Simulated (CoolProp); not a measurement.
Vapour-liquid equilibrium of R22 (1) + methanol (2) at 312.4 K; x and y are mole fractions of (1).

Model: multi-fluid Helmholtz-energy mixture model, Kamei 1995 and de Reuck 1993; pair parameters Bell 2016, in CoolProp.

Q: Give the bubble pressure and the first vapour's composition at x = 0.35, 0.725, 0.95. Is there an azeotrope?

A: x = 0.35: 0.6877 MPa, y = 0.957; x = 0.725: 1.130 MPa, y = 0.982; x = 0.95: 1.420 MPa, y = 0.995. No azeotrope shows between x = 0.05 and 0.95.

The pair parameters rest on a limited set of measurements; away from them the model extrapolates. The gap from Raoult's law changes sign with composition, which may be real or a fault of the pair parameters; it wasn't checked against measurements.
